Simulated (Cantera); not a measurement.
## Stirred combustor or abatement burner

A perfectly stirred reactor is fed with 4.18 % CH4, 0.163 % CO, 20.1 % O2, 75.6 % N2, equivalence ratio 0.42, at 57000 Pa; it is adiabatic with a 500 K inlet, and is followed from long to short residence time, starting on the burning branch (τ in s: 0.027, 0.013, 0.006, 0.0028, 0.0013, 0.00062, 0.00029, 0.00014, 6.4e-05, 3e-05, 1.4e-05, 6.6e-06, 3.1e-06).

Model: GRI-Mech 3.0 (53 species, 325 reactions), integrated in Cantera.

| τ (s) | T (K) | x CH4 | x CO | x O2 | x CH2 | x C2H4 | x C2H2 |
|---|---|---|---|---|---|---|---|
| 0.027 | 1470 | 7.33e-5 | 0.00114 | 0.117 | 7.82e-8 | 1.51e-8 | 1.15e-9 |
| 0.013 | 1460 | 0.000119 | 0.00192 | 0.117 | 1.37e-7 | 2.22e-8 | 1.35e-9 |
| 0.0060 | 1442 | 0.000207 | 0.00334 | 0.118 | 2.43e-7 | 3.60e-8 | 1.76e-9 |
| 0.0028 | 1413 | 0.000387 | 0.00589 | 0.119 | 4.27e-7 | 7.36e-8 | 2.88e-9 |
| 0.0013 | 1351 | 0.000977 | 0.0114 | 0.123 | 8.01e-7 | 3.40e-7 | 1.01e-8 |
| 0.00062 | 500 | 0.0418 | 0.00163 | 0.201 | <1e-12 | <1e-12 | <1e-12 |
| 0.00029 | 500 | 0.0418 | 0.00163 | 0.201 | <1e-12 | <1e-12 | <1e-12 |
| 0.00014 | 500 | 0.0418 | 0.00163 | 0.201 | <1e-12 | <1e-12 | <1e-12 |
| 6.4e-5 | 500 | 0.0418 | 0.00163 | 0.201 | <1e-12 | <1e-12 | <1e-12 |
| 3.0e-5 | 500 | 0.0418 | 0.00163 | 0.201 | <1e-12 | <1e-12 | <1e-12 |
| 1.4e-5 | 500 | 0.0418 | 0.00163 | 0.201 | <1e-12 | <1e-12 | <1e-12 |
| 6.6e-6 | 500 | 0.0418 | 0.00163 | 0.201 | <1e-12 | <1e-12 | <1e-12 |
| 3.1e-6 | 500 | 0.0418 | 0.00163 | 0.201 | <1e-12 | <1e-12 | <1e-12 |
x: mole fraction; the columns are a selection and need not sum to one.
